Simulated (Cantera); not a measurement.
A closed system holds: 1 mol Si3H8, 910 mol H2, 0.18 mol HCl, equilibrated at 0.240 bar.

Equilibrium computed with Cantera from the NASA thermochemical tables; the gas is ideal and each condensed phase is pure. Candidate condensed phases: Si; 19 gas species. The feed counts by its element totals alone. Gases not in the tables: Si2H6 and higher silanes. Kinetics and transport are ignored.

Problem. Which condensed phases are stable at each of these points (T (°C)): 977, 1027, 1077, 1127, 1177, 1227, 1277, 1327, 1377, 1427, 1477?

Solution. 
| T (°C) | condensed phases | Si condensed (%) |
|---|---|---|
| 977 | Si(s) | 100.0 |
| 1027 | Si(s) | 100.0 |
| 1077 | Si(s) | 100.0 |
| 1127 | Si(s) | 100.0 |
| 1177 | Si(s) | 100.0 |
| 1227 | Si(s) | 99.9 |
| 1277 | Si(s) | 99.9 |
| 1327 | Si(s) | 99.8 |
| 1377 | Si(s) | 99.7 |
| 1427 | Si(l) | 99.4 |
| 1477 | Si(l) | 99.0 |

From 977 °C to 1377 °C the condensed part is Si(s). From 1427 °C to 1477 °C the condensed part is Si(l).
